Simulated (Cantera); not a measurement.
## NO annealing gas

An isothermal, constant-pressure homogeneous reactor starts with NO : N2 = 1 : 1.6 (molar parts), at 1898 K and 24.0 Torr.

Detailed kinetics in Cantera: GRI-Mech 3.0 (53 species, 325 reactions). Radical loss at walls, strong at low pressure, is not modelled.

```tsv
t (s)	x NO	x N2O	x O	x O2	x NO2	x N2
7.00e-6	0.385	1.76e-8	1.76e-8	<1e-12	2.49e-12	0.615
3.32e-5	0.385	8.35e-8	8.36e-8	1.55e-11	5.56e-11	0.615
0.000157	0.385	3.95e-7	3.96e-7	3.46e-10	1.23e-9	0.615
0.000745	0.385	1.85e-6	1.88e-6	7.79e-9	2.66e-8	0.615
0.00353	0.385	8.31e-6	8.97e-6	1.80e-7	4.96e-7	0.615
0.0167	0.385	3.08e-5	4.54e-5	5.27e-6	5.58e-6	0.615
0.0793	0.384	5.72e-5	0.000143	0.000165	1.72e-5	0.616
0.376	0.382	5.71e-5	0.000164	0.00137	2.01e-5	0.617
1.78	0.369	5.19e-5	0.000210	0.00739	2.85e-5	0.623
8.44	0.308	3.30e-5	0.000357	0.0380	4.77e-5	0.653
40.0	0.107	3.45e-6	0.000622	0.139	3.18e-5	0.754
```
x: mole fraction; the columns are a selection and need not sum to one.

Equilibrium at this temperature and pressure: NO 0.00549, N2O 5.63e-8, O 0.000717, O2 0.189, NO2 1.92e-6, N2 0.805 (gas phase only).
